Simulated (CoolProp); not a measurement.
Vapour-liquid equilibrium of R142b (1) + R113 (2) at 324.8 K; x and y are mole fractions of (1).

Values from CoolProp's multi-fluid Helmholtz-energy mixture model, Lemmon 2006 and Marx 1992; pair parameters Bell 2016.

```
x     bubble pressure, mixture model (kPa)  bubble pressure, Raoult's law (kPa)  y, mixture model  y, Raoult's law
----  ------------------------------------  -----------------------------------  ----------------  ---------------
0.05                                 152.3                                145.5             0.266            0.245
0.15                                 221.9                                205.1                 …            0.521
0.25                                     …                                264.8             0.671            0.672
0.35                                     …                                324.4             0.755            0.768
0.45                                     …                                384.0                 …            0.834
0.55                                 460.9                                443.6                 …            0.883
0.65                                 514.9                                503.3                 …            0.920
0.75                                 568.9                                562.9             0.927            0.949
0.85                                 624.0                                622.5             0.957            0.972
0.95                                     …                                682.2             0.985            0.992
```

Task: Some entries are withheld; supply them.

Result: 
- 0.15, y, mixture model: 0.535
- 0.25, bubble pressure, mixture model (kPa): 287.0
- 0.35, bubble pressure, mixture model (kPa): 348.0
- 0.45, bubble pressure, mixture model (kPa): 405.6
- 0.45, y, mixture model: 0.813
- 0.55, y, mixture model: 0.858
- 0.65, y, mixture model: 0.895
- 0.95, bubble pressure, mixture model (kPa): 681.8

The largest gap from Raoult's law is +8.4 % in bubble pressure, at x = 0.25. No azeotrope shows between x = 0.05 and 0.95.

The pair parameters rest on a limited set of measurements; away from them the model extrapolates.
